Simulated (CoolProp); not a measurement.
Vapour-liquid equilibrium of CH2F2 (R32) (1) + R152A (2) at 185.6 K; x and y are mole fractions of (1).

Model: multi-fluid Helmholtz-energy mixture model, Tillner-Roth 1997 and Outcalt 1996; pair parameters Bell 2016, in CoolProp.

```csv
x,"bubble pressure, mixture model (kPa)","bubble pressure, Raoult's law (kPa)","y, mixture model","y, Raoult's law"
0.05,2.409,2.345,0.249,0.229
0.2,3.855,3.669,0.602,0.585
0.35,5.216,4.993,0.758,0.752
0.5,6.517,6.318,0.848,0.849
0.65,7.782,7.642,0.909,0.913
0.8,9.037,8.967,0.954,0.958
0.95,10.30,10.29,0.989,0.991
```

The largest gap from Raoult's law is +5.1 % in bubble pressure, at x = 0.2. No azeotrope shows between x = 0.05 and 0.95.

Pair parameters are fitted to limited data, so mixtures are less certain than the pure fluids.
